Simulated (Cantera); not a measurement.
Gas-phase reforming

An isothermal, constant-pressure homogeneous reactor starts with CH4 : H2O = 0.16 : 2.4 (molar parts), at 1250 K and 9.70 bar.

Detailed kinetics in Cantera: GRI-Mech 3.0 (53 species, 325 reactions).

```csv
t (s),x CH4,x H2O,x CH2O,x CO,x H2,x CH3,x HO2
5.00e-6,0.0625,0.938,<1e-12,<1e-12,1.48e-9,2.96e-9,<1e-12
3.50e-5,0.0625,0.938,<1e-12,<1e-12,1.06e-8,2.10e-8,<1e-12
0.000245,0.0625,0.938,2.07e-12,<1e-12,7.42e-8,1.44e-7,<1e-12
0.00171,0.0625,0.938,3.36e-10,2.61e-12,5.29e-7,5.49e-7,<1e-12
0.0120,0.0625,0.937,6.72e-9,5.72e-10,3.87e-6,6.03e-7,<1e-12
0.0836,0.0624,0.937,1.28e-7,8.45e-8,3.22e-5,7.09e-7,<1e-12
0.585,0.0621,0.937,6.14e-7,5.58e-6,0.000357,8.23e-7,<1e-12
4.09,0.0599,0.935,7.75e-7,7.41e-5,0.00334,7.89e-7,<1e-12
28.6,0.0496,0.923,7.72e-7,0.000528,0.0204,7.84e-7,<1e-12
200,0.0465,0.893,2.21e-7,0.000984,0.0476,6.29e-7,<1e-12
```
x: mole fraction; the columns are a selection and need not sum to one.

Equilibrium at this temperature and pressure: CH4 3.00e-6, H2O 0.739, CH2O 1.60e-8, CO 0.0168, H2 0.205, CH3 2.00e-11, HO2 <1e-12 (gas phase only).
